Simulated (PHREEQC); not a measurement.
Dissolve 4 mmol/kgw H2SO4, 68 mmol/kgw NaCl and 1.9 mmol/kgw CuCl2 at 64 °C. Closed to the air; pH follows from the charge balance.

The numbers come from PHREEQC with the ion-association model, wateq4f.dat.

Precipitation was switched off in this run.

Q: Order these S species by the share of S that they hold, largest first: HSO4-, NaSO4-, CuSO4, SO4-2.

A: SO4-2 (53 %), HSO4- (36 %), NaSO4- (8.4 %), CuSO4 (2.6 %)

Q: Order these Cu species by the share of Cu that they hold, largest first: CuCl2, Cu+2, CuSO4, CuCl+.

A: Cu+2 (66 %), CuCl+ (27 %), CuSO4 (5.4 %), CuCl2 (0.88 %)

The pH is 2.27 and the ionic strength 0.0807 mol/kgw. Species that the database lacks are ignored. Constants without temperature data keep their 25 °C values here.
